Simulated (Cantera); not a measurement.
# Reactions in the system Cu-F-H-O

Cantera with NASA thermochemical tables; ideal gases at 1 bar, condensed phases pure. Values are per mole of reaction as written; species without (g) are pure solids or liquids, kept so even where they would boil at 1 bar.

Cu(OH)₂ + F₂(g) → H₂(g) + O₂(g) + CuF₂(g)

```json
[
 {"T (K)": "573", "ΔH° (kJ)": "177.2", "ΔS° (J/K)": "277.1", "ΔG° (kJ)": "18.4", "log10 K": "-1.68"},
 {"T (K)": "673", "ΔH° (kJ)": "174.4", "ΔS° (J/K)": "272.6", "ΔG° (kJ)": "-9.1", "log10 K": "0.70"},
 {"T (K)": "773", "ΔH° (kJ)": "171.3", "ΔS° (J/K)": "268.3", "ΔG° (kJ)": "-36.1", "log10 K": "2.44"},
 {"T (K)": "873", "ΔH° (kJ)": "168.0", "ΔS° (J/K)": "264.3", "ΔG° (kJ)": "-62.8", "log10 K": "3.75"},
 {"T (K)": "973", "ΔH° (kJ)": "164.6", "ΔS° (J/K)": "260.6", "ΔG° (kJ)": "-89.0", "log10 K": "4.78"}
]
```
